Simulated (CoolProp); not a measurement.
The fluid at 224.29 K and 1.96 MPa flows at 7.7 m/s in a round tube of 4.6 mm bore and 15 µm roughness, fully developed (64/Re and Nu = 3.66 if laminar; Colebrook and Gnielinski if turbulent). The same conditions are run with several fluids, on thermodynamics alone (safety and materials aside).

The numbers come from the reference Helmholtz-energy equation of state of each fluid (toluene: Lemmon 2006; R407C: Lemmon 2003; CH2F2 (R32): Tillner-Roth 1997; C3F8 (R218): Lemmon 2006; R124: de Vries 1995) in CoolProp. Blends and air are pseudo-pure fits.

| fluid | Reynolds number | Darcy friction factor | pressure drop (Pa/m) | heat-transfer coefficient (W/(m² K)) | mass flow (kg/h) |
|---|---|---|---|---|---|
| toluene | 16300 | 0.0328 | 197000 | 6660 | 429 |
| R407C | 126000 | 0.0278 | 251000 | 21700 | 645 |
| CH2F2 (R32) | 146000 | 0.0277 | 215000 | 31700 | 557 |
| C3F8 (R218) | 106000 | 0.0280 | 300000 | 13000 | 767 |
| R124 | 80200 | 0.0283 | 289000 | 13900 | 729 |

Transport values come from each fluid's own correlations; those of CH2F2 (R32), C3F8 (R218), R124 are estimates that may be off by 10 % or more.
